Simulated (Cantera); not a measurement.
Feed: 1 mol MgF₂, 87 mol H₂, 0.95 mol HF, equilibrated at 1150 °C and 0.000230 bar.

These are equilibrium values from Cantera (NASA tables, ideal gas, pure condensed phases), not measurements of a reactor. Candidate condensed phases: Mg, MgF₂; 17 gas species. The numbers say what is thermodynamically allowed, not how fast it happens.

Base state: H₂ 0.963, HF 0.0255, Mg 0.00721, MgF₂ 0.00350, MgF 0.000446, H 0.000431 (mole fractions); condensed: gas only.

Question: What changes in the equilibrium state with this change: temperature from 1150 °C to 1900 °C?

Answer: 
```json
[
 {"species": "H₂", "before": "0.963", "after": "0.696"},
 {"species": "H", "before": "0.000431", "after": "0.266"},
 {"species": "HF", "before": "0.0255", "after": "0.0284"},
 {"species": "MgF₂", "before": "0.00350", "after": "6.63e-7"},
 {"species": "Mg", "before": "0.00721", "after": "0.00961"},
 {"species": "MgF", "before": "0.000446", "after": "3.11e-5"}
]
```

Question: What changes in the equilibrium state with this change: temperature from 1150 °C to 1227 °C?

Answer: 
```
species    before     after
-------  --------  --------
H₂          0.963     0.958
HF         0.0255    0.0295
Mg        0.00721   0.00923
H        0.000431   0.00114
MgF₂      0.00350   0.00149
MgF      0.000446  0.000410
```

Question: What changes in the equilibrium state with this change: temperature from 1150 °C to 1027 °C?

Answer: 
```json
[
 {"species": "H₂", "before": "0.963", "after": "0.983"},
 {"species": "HF", "before": "0.0255", "after": "0.0135"},
 {"species": "MgF₂", "before": "0.00350", "after": "0.00240"},
 {"species": "Mg", "before": "0.00721", "after": "0.00134"},
 {"species": "H", "before": "0.000431", "after": "7.23e-5"},
 {"species": "MgF", "before": "0.000446", "after": "0.000106"},
 {"species": "MgF₂(s), mol", "before": "0", "after": "0.660"}
]
```
